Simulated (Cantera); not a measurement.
A closed system holds: 1 mol SiCl₄, 4.1 mol N₂, equilibrated at 1123.15 K and 2.55 Torr.

These are equilibrium values from Cantera (NASA tables, ideal gas, pure condensed phases), not measurements of a reactor. Candidate condensed phases: Si, Si₃N₄; 13 gas species. The tables' values for SiCl₃ are old estimates; treat these amounts as uncertain. Equilibrium is a limit: real reactors are often held back by kinetics, nucleation or transport.

Base state: N₂ 0.804, SiCl₄ 0.196, SiCl₃ 5.36e-5, Cl 4.98e-5 (mole fractions); condensed: gas only.

Problem. What changes in the equilibrium state with this change: SiCl₄ replaced by SiH₂Cl₂?

Solution. 
```tsv
species	before	after
N₂	0.804	0.660
HCl	0	0.242
H₂	0	0.0648
SiCl₄	0.196	0.0317
SiHCl₃	0	0.000146
SiCl₂	1.82e-7	0.000190
Cl	4.98e-5	6.20e-7
SiCl₃	5.36e-5	0.000697
Si₃N₄(s), mol	0	0.275
```
N₂ is the only nitrogen source here; it is nearly inert below about 1500 K, so the nitride shown seldom forms there in practice. Further candidate phases: NH₄Cl.
